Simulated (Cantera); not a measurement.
What does this Cantera script print?

```python
import numpy as np
import cantera as ct

gas_names = """
    H HO2 H2 H2O H2O2 O OH O2 O3 Ta TaO TaO2
""".split()
cond_names = """
    H2O(s) H2O(L) Ta(cr) Ta(L) Ta2O5(s) Ta2O5(L)
""".split()


# ... load() reads the species with a 1 bar reference pressure and builds the phases ...
atoms = {
    'Ta2O5': {'Ta': 2, 'O': 5},
    'H2': {'H': 2},
    'H2O': {'H': 2, 'O': 1},
}
top_T = {}  # K; cautious upper limits of use, not melting points


# ... equilibrate(T, P, feed) seeds the gas with the atoms and calls Mixture.equilibrate('TP', solver="vcs", rtol=1e-11, max_steps=5000) ...
results = []
feed = {'Ta2O5': 1, 'H2': 120, 'H2O': 2.7}  # mol
T = 2073  # K
P = 67  # Pa
mix = equilibrate(T, P, feed)
results.append((T, P, feed, dict(zip(mix.species_names, mix.species_moles))))
print(gas.report(threshold=0.0001))
for i in range(1, mix.n_phases):
    print(f"{mix.phase(i).name:16s} {mix.phase_moles(i):12.5e} mol")
```

Output:

```
       temperature   2073 K
          pressure   67 Pa
           density   1.0202e-05 kg/m^3
  mean mol. weight   2.6245 kg/kmol
   phase of matter   gas

                          1 kg             1 kmol
                     ---------------   ---------------
          enthalpy        2.6491e+07        6.9526e+07  J
   internal energy        1.9924e+07         5.229e+07  J
           entropy             96298        2.5274e+05  J/K
    Gibbs function       -1.7313e+08        -4.544e+08  J
 heat capacity c_p             12786             33556  J/K
 heat capacity c_v            9617.6             25242  J/K

                      mass frac. Y      mole frac. X     chem. pot. / RT
                     ---------------   ---------------   ---------------
                 H          0.036631          0.095377           -13.515
                H2           0.67684           0.88114            -27.03
               H2O           0.14763          0.021507           -52.807
                OH         0.0017158        0.00026478           -39.292
              TaO2           0.13464         0.0016595           -65.787
     [   +7 minor]         0.0025445        5.2985e-05

Ta(cr)            0.00000e+00 mol
Ta2O5(L)          8.90807e-01 mol
```

Method: chemical equilibrium by Gibbs-energy minimisation in Cantera with the NASA 1993 tables (ideal gas, pure condensed phases).
